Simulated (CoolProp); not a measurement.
Saturated liquid density (kg/m³) of octamethylcyclotetrasiloxane (D4): the reference equation beside estimates from Tc = 586.5 K, pc = 13.47 bar, ω = 0.598.

Model: reference Helmholtz-energy equation of state, Thol 2015, in CoolProp.

| T (K) | reference | van der Waals | Redlich-Kwong | Soave-Redlich-Kwong |
|---|---|---|---|---|
| 301.3 | 947.1 | 533.1 | 790.8 | 836.4 |
| 309 | 938.3 | 529.0 | 784.1 | 831.2 |
| 316.8 | 929.4 | 524.9 | 777.1 | 825.7 |
| 324.5 | 920.5 | 520.7 | 770.1 | [?] |
| 332.3 | 911.5 | 516.4 | 762.8 | 814.3 |
| 340 | 902.5 | 512.0 | 755.4 | 808.3 |
| 347.7 | 893.5 | 507.6 | 747.8 | 802.1 |
| 355.5 | 884.3 | 503.0 | 739.9 | 795.5 |
| 363.2 | 875.1 | 498.4 | 731.9 | 788.8 |
| 371 | 865.7 | 493.6 | 723.7 | 781.8 |
| 378.7 | 856.4 | 488.8 | 715.3 | 774.6 |
| 386.5 | [?] | 483.8 | 706.5 | 767.0 |
| 394.2 | 837.3 | 478.8 | 697.7 | 759.2 |
| 402 | 827.5 | 473.6 | 688.5 | 750.9 |
| 409.7 | 817.8 | 468.3 | [?] | 742.4 |

Q: Some entries are withheld; supply them.

A: 
- 324.5, Soave-Redlich-Kwong: 820.1
- 386.5, reference: 846.9
- 409.7, Redlich-Kwong: 679.2

Absolute difference from the reference over all 15 rows, mean and median: van der Waals 43.2 and 43.1 %, Redlich-Kwong 16.5 and 16.4 %, Soave-Redlich-Kwong 10.2 and 10.0 %.
